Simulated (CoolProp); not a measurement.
Properties of ethylene along the isobar 2.36 MPa (Tc = 9.2 °C, pc = 5.042 MPa, ω = 0.087).

The numbers come from the reference Helmholtz-energy equation of state, Smukala 2000 in CoolProp.

```csv
T (°C),phase,Z,cp (kJ/(kg K)),cv (kJ/(kg K)),expansivity (1/kK),fugacity coefficient
-155.15,liquid,0.1058,2.424,1.564,1.993,0.0004955
-148.35,liquid,0.1014,2.417,1.533,2.037,0.001155
-141.55,liquid,0.09750,2.409,1.503,2.084,0.002438
-134.65,liquid,0.09400,2.402,1.474,2.137,0.004776
-127.85,liquid,0.09093,2.397,1.447,2.195,0.008623
-121.05,liquid,0.08819,2.394,1.423,2.260,0.01464
-114.25,liquid,0.08574,2.395,1.401,2.333,0.02358
-107.45,liquid,0.08356,2.399,1.381,2.415,0.03626
-100.65,liquid,0.08162,2.408,1.364,2.508,0.05354
-93.75,liquid,0.07988,2.422,1.350,2.615,0.07669
-86.95,liquid,0.07838,2.441,1.338,2.738,0.1059
-80.15,liquid,0.07707,2.467,1.329,2.880,0.1421
-73.35,liquid,0.07596,2.500,1.323,3.047,0.1861
```
